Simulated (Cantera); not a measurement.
A Cantera script and what it prints.

```python
import numpy as np
import cantera as ct

gas_names = """
    C CH CH2 CH3 CH2OH CH3O CH4 CH3OH CN CO CO2 COOH C2 C2H CHCO,ketyl C2H2,acetylene C2H2,vinylidene
    CH2CO,ketene C2H3,vinyl CH3CN CH3CO,acetyl C2H4 C2H4O,ethylen CH3CHO,ethanal CH3COOH (HCOOH)2 C2H5
    C2H6 CH3OCH3 C2H5OH CCN CNC C2N2 C2O C3 C3H3,propargyl C3H4,allene C3H4,propyne C3H4,cyclo-
    C3H5,allyl C3H6,propylene C3H6,cyclo- C3H6O C3H7,n-propyl C3H7,i-propyl C3H8 C3H8O,1propanol
    C3H8O,2propanol C3O2 C4 C4H2 C4H4,1,3-cyclo- C4H6,butadiene C4H6,2-butyne C4H6,cyclo- C4H8,1-butene
    C4H8,cis2-buten C4H8,tr2-butene C4H8,isobutene C4H8,cyclo- (CH3COOH)2 C4H9,n-butyl C4H9,i-butyl
    C4H9,s-butyl C4H9,t-butyl C4H10,isobutane C4H10,n-butane C4N2 C5 C5H6,1,3cyclo- C5H8,cyclo-
    C5H10,1-pentene C5H10,cyclo- C5H11,pentyl C5H11,t-pentyl C5H12,n-pentane C5H12,i-pentane
    CH3C(CH3)2CH3 C6H2 C6H5,phenyl C6H5O,phenoxy C6H6 C6H5OH,phenol C6H10,cyclo- C6H12,1-hexene
    C6H12,cyclo- C6H13,n-hexyl C7H7,benzyl C7H8 C7H8O,cresol C7H14,1-heptene C7H15,n-heptyl
    C7H16,n-heptane C8H8,styrene C8H10,ethylbenz C8H16,1-octene C8H17,n-octyl C8H18,isooctane
    C8H18,n-octane C9H19,n-nonyl C10H8,naphthale C10H21,n-decyl C12H9,o-bipheny C12H10,bipheny H HCN HCO
    HCCN HNC HNCO HNO HNO2 HNO3 HO2 H2 HCHO,formaldehy HCOOH H2O H2O2 N NCO NH NH2 NH3 NH2OH NO NO2 NO3
    N2 N2H2 N2H4 N2O O OH O2 O3
""".split()
cond_names = """
    C(gr) C6H6(L) C7H8(L) C8H18(L),n-octa H2O(s) H2O(L)
""".split()


def load(file, names, dense=False):
    # The tables refer to 1 bar. Condensed volumes are neglected.
    table = {s.name: s for s in ct.Species.list_from_file(file)}
    out = []
    for n in names:
        d = dict(table[n].input_data)
        d["thermo"] = dict(d["thermo"], **{"reference-pressure": 1e5})
        if dense:
            d["equation-of-state"] = {"model": "constant-volume", "density": "1e6 g/cm^3"}
        out.append(ct.Species.from_dict(d))
    return out


gas = ct.Solution(thermo="ideal-gas", species=load("nasa_gas.yaml", gas_names))
cond = {s.name: ct.Solution(thermo="fixed-stoichiometry", species=[s], name=s.name)
        for s in load("nasa_condensed.yaml", cond_names, dense=True)}
atoms = {
    'n-butane': {'C': 4, 'H': 10},
    'H2O': {'H': 2, 'O': 1},
    'N2': {'N': 2},
}
top_T = {'C(gr)': 4500}  # K; cautious upper limits of use, not melting points


def equilibrate(T, P, feed):
    n = {}
    for name, mol in feed.items():
        for a, k in atoms[name].items():
            n[a] = n.get(a, 0.0) + k * mol
    gas.TPX = T, P, n
    mass = sum(n.values()) * gas.mean_molecular_weight
    gas.equilibrate("TP")
    valid = [c for c in cond.values() if c.min_temp <= T <= top_T.get(c.name, c.max_temp)]
    mix = ct.Mixture([(gas, mass / gas.mean_molecular_weight)] + [(c, 0.0) for c in valid])
    mix.T, mix.P = T, P
    mix.equilibrate("TP", solver="vcs", rtol=1e-11, max_steps=5000)
    return mix


results = []
feed = {'n-butane': 1, 'H2O': 0.6, 'N2': 10}  # mol
P = 3900000  # Pa
for T in [1898, 2048, 2198, 2348, 2498, 2648, 2798]:
    mix = equilibrate(T, P, feed)
    results.append((T, P, feed, dict(zip(mix.species_names, mix.species_moles))))

top = {s: max(r[3][s] / sum(r[3][g] for g in gas_names) for r in results) for s in gas_names}
cols = sorted((s for s in top if top[s] > 1e-05), key=lambda s: -top[s])[:7]
seen = [c for c in cond_names if any(r[3].get(c, 0) > 1e-12 for r in results)]
print("log10 of partial pressures in bar; condensed amounts in mol")
print(f"{'T/K':>10s}" + "".join(f"{s[:9]:>10s}" for s in cols + seen))
for T, P, feed, n in results:
    ng = sum(n[g] for g in gas_names)
    print(f"{T:10.4g}" + "".join(f"{np.log10(max(n[s] / ng * P / 1e5, 1e-99)):10.3f}" for s in cols)
          + "".join(f"{n.get(c, 0):10.4g}" for c in seen))
```

Output:

```
log10 of partial pressures in bar; condensed amounts in mol
       T/K        N2        H2       HCN        CO C2H2,acet       HNC         H     C(gr)
      1898     1.381     1.121    -0.764     0.160    -2.304    -2.094    -2.547     3.281
      2048     1.379     1.120    -0.502     0.160    -1.860    -1.710    -2.090     3.222
      2198     1.377     1.116    -0.277     0.160    -1.480    -1.381    -1.696     3.115
      2348     1.373     1.109    -0.084     0.160    -1.153    -1.097    -1.354      2.95
      2498     1.369     1.099     0.082     0.159    -0.870    -0.850    -1.054     2.712
      2648     1.363     1.084     0.225     0.159    -0.626    -0.636    -0.790     2.389
      2798     1.356     1.064     0.348     0.158    -0.416    -0.450    -0.558     1.973
```

These are equilibrium values from Cantera (NASA tables, ideal gas, pure condensed phases), not measurements of a reactor. The ideal-gas law is rough above about 30 bar.
